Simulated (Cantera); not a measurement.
# Thermodynamics of silicon carbide growth, feed (CH3)2SiCl2 + CH4 + H2

A closed system holds: 1 mol (CH3)2SiCl2, 0.37 mol CH4, 3 mol H2, held at 0.00440 bar.

These are equilibrium values from Cantera (NASA tables, ideal gas, pure condensed phases), not measurements of a reactor. Candidate condensed phases: C, C6H6, C7H8, C8H18, Si, SiC; 109 gas species. The feed counts by its element totals alone. The tables' values for SiCl, SiCl3 are old estimates; treat these amounts as uncertain. Gases not in the tables: Si2H6 and higher silanes. The numbers say what is thermodynamically allowed, not how fast it happens.

```
T (K)   x H2  x HCl      x H      x Si      x Cl    x SiC2  x SiCl2  n C(graphite)  n SiC(s)
-----  -----  -----  -------  --------  --------  --------  -------  -------------  --------
1700   0.744  0.249  0.00192   2.29e-6  0.000498   1.79e-8  0.00441           1.40     0.965
1775   0.744  0.245  0.00376   1.07e-5  0.000954   1.35e-7  0.00557           1.41     0.956
1850   0.742  0.242  0.00700   4.41e-5   0.00173   8.54e-7  0.00683           1.42     0.946
1925   0.739  0.237   0.0124  0.000163   0.00299   4.67e-6  0.00817           1.43     0.933
2000   0.733  0.230   0.0210  0.000543   0.00492   2.25e-5  0.00952           1.44     0.918
2075   0.722  0.222   0.0341   0.00166   0.00776   9.61e-5   0.0108           1.46     0.894
2150   0.703  0.212   0.0533   0.00468    0.0117  0.000370   0.0119           1.49     0.849
2225   0.674  0.197   0.0802    0.0123    0.0170   0.00130   0.0126           1.56     0.749
2300   0.626  0.178    0.115    0.0304    0.0236   0.00420   0.0127           1.72     0.506
2375   0.554  0.153    0.158    0.0644    0.0312    0.0114   0.0110           2.03         0
2450   0.498  0.143    0.214    0.0672    0.0435    0.0151  0.00573           1.94         0
```
x: gas mole fraction; n: condensed amount in mol.

From 1700 K to 2300 K the condensed part is C(graphite) + SiC(s). From 2375 K to 2450 K the condensed part is C(graphite). The main Si-bearing gas is SiCl2 at 1700 K and Si at 2450 K.
